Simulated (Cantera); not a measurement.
Feed: 1 mol SO2, 0.16 mol H2O, 0.9 mol O2, equilibrated at 97.0 mbar.

Method: chemical equilibrium by Gibbs-energy minimisation in Cantera with the NASA 1993 tables (ideal gas, pure condensed phases). Candidate condensed phases: H2O, H2SO4, S; 19 gas species. Equilibrium is a limit: real reactors are often held back by kinetics, nucleation or transport. All values below are at 1077 °C.

Base state: SO2 0.479, O2 0.434, H2O 0.0780, SO3 0.00863, OH 3.48e-5 (mole fractions); condensed: gas only.

What changes in the equilibrium state with this change: pressure from 97.0 mbar to 13.3 mbar?


| species | before | after |
|---|---|---|
| SO2 | 0.479 | 0.483 |
| O2 | 0.434 | 0.436 |
| H2O | 0.0780 | 0.0778 |
| SO3 | 0.00863 | 0.00323 |
| OH | 3.48e-5 | 5.71e-5 |
